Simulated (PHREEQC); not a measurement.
A column of 0.5 m (30 cells, dispersivity 0.025 m, 60 s a shift, diffusion coefficient 3e-10 m²/s) holds 0.0052 eq of the database's cation exchanger X per kg of pore water, first in equilibrium with 0.0021 mol/kgw MgCl2, 0.00064 mol/kgw SrCl2 and 1e-05 mol/kgw HCl. It is flushed with 0.0097 mol/kgw LiCl and 1e-05 mol/kgw HCl, at 15 °C. Values are for the last cell. No CO2 enters from the air. No solid was allowed to form.

Computed with PHREEQC (ion-association model, phreeqc.dat).

### Question
Predict Mg in solution (mol/kgw), Sr in solution (mol/kgw) at pore volumes = 2.283, 4.017.

### Answer
```csv
pore volumes,Mg in solution (mol/kgw),Sr in solution (mol/kgw)
2.283,0.000202,7.12e-5
4.017,8.60e-5,3.30e-5
```
